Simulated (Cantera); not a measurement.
Cantera run, input and output.

```python
import numpy as np
import cantera as ct

gas = ct.Solution("gri30.yaml")
gas.TPX = 1675, 1500000, {'C2H4': 1, 'O2': 3, 'N2': 8.1, 'H2O': 0.73}
reactor = ct.IdealGasConstPressureReactor(gas, energy="on", clone=False)
net = ct.ReactorNet([reactor])
net.rtol, net.atol = 1e-08, 1e-16
show = ['C2H4', 'O2', 'H2O', 'C2H', 'H2', 'H2O2']
times = np.geomspace(1e-06, 0.2, 16)

steps = ct.SolutionArray(gas, extra=["t"])
rows = []
print(f"{'t/s':>10s}{'T/K':>9s}{'P/Pa':>11s}" + "".join(f"{s:>11s}" for s in show))
for t in times:
    while net.time < t:
        t_next = net.step()
        steps.append(gas.state, t=t_next)
    rows.append([np.interp(t, steps.t, y) for y in (steps.T, steps.P, *steps(*show).X.T)])
    print(f"{t:10.3e}{rows[-1][0]:9.1f}{rows[-1][1]:11.4g}" + "".join(f"{x:11.3e}" for x in rows[-1][2:]))
rate = np.gradient(steps.T, steps.t)
print("integrator steps:", len(steps.t))
if steps.T.max() > steps.T[0] + 200:
    print(f"time of steepest temperature rise: {steps.t[rate.argmax()]:.4e} s")
gas.TPX = 1675, 1500000, {'C2H4': 1, 'O2': 3, 'N2': 8.1, 'H2O': 0.73}
gas.equilibrate("HP")
print(f"equilibrium (HP): T = {gas.T:.1f} K  " + "  ".join(f"{s} {gas[s].X[0]:.3e}" for s in show))
```

Output:

```
       t/s      T/K       P/Pa       C2H4         O2        H2O        C2H         H2       H2O2
 1.000e-06   1694.6    1.5e+06  7.191e-02  2.271e-01  5.859e-02  8.360e-08  1.998e-03  9.247e-05
 2.256e-06   2992.5    1.5e+06  5.914e-19  3.950e-02  1.491e-01  1.652e-15  2.246e-02  1.790e-06
 5.091e-06   3181.1    1.5e+06  3.334e-20  3.288e-02  1.598e-01  1.298e-16  1.872e-02  2.502e-06
 1.149e-05   3181.5    1.5e+06  3.510e-20  3.150e-02  1.603e-01  1.325e-16  1.875e-02  2.471e-06
 2.592e-05   3174.2    1.5e+06  3.751e-20  2.951e-02  1.606e-01  1.324e-16  1.898e-02  2.373e-06
 5.848e-05   3166.7    1.5e+06  4.015e-20  2.754e-02  1.610e-01  1.322e-16  1.923e-02  2.275e-06
 1.320e-04   3164.1    1.5e+06  4.111e-20  2.689e-02  1.611e-01  1.321e-16  1.932e-02  2.241e-06
 2.977e-04   3164.0    1.5e+06  4.115e-20  2.686e-02  1.611e-01  1.321e-16  1.932e-02  2.240e-06
 6.718e-04   3164.0    1.5e+06  4.115e-20  2.686e-02  1.611e-01  1.321e-16  1.932e-02  2.240e-06
 1.516e-03   3164.0    1.5e+06  4.115e-20  2.686e-02  1.611e-01  1.321e-16  1.932e-02  2.240e-06
 3.420e-03   3164.0    1.5e+06  4.115e-20  2.686e-02  1.611e-01  1.321e-16  1.932e-02  2.240e-06
 7.717e-03   3164.0    1.5e+06  4.115e-20  2.686e-02  1.611e-01  1.321e-16  1.932e-02  2.240e-06
 1.741e-02   3164.0    1.5e+06  4.115e-20  2.686e-02  1.611e-01  1.321e-16  1.932e-02  2.240e-06
 3.928e-02   3164.0    1.5e+06  4.115e-20  2.686e-02  1.611e-01  1.321e-16  1.932e-02  2.240e-06
 8.864e-02   3164.0    1.5e+06  4.115e-20  2.686e-02  1.611e-01  1.321e-16  1.932e-02  2.240e-06
 2.000e-01   3164.0    1.5e+06  4.115e-20  2.686e-02  1.611e-01  1.321e-16  1.932e-02  2.240e-06
integrator steps: 1625
time of steepest temperature rise: 1.4963e-06 s
equilibrium (HP): T = 3164.0 K  C2H4 4.486e-20  O2 2.686e-02  H2O 1.611e-01  C2H 1.388e-16  H2 1.932e-02  H2O2 2.240e-06
```

Cantera simulation using GRI-Mech 3.0 (53 species, 325 reactions); the numbers are that mechanism's predictions, not measurements. GRI-Mech 3.0 was tuned for natural gas; its chemistry of ethylene as a main component is partial and can be far from experiment. The pressure lies above the range GRI-Mech 3.0 was tuned for (to about 10 atm). Above 3000 K some thermodynamic fits are extrapolated.
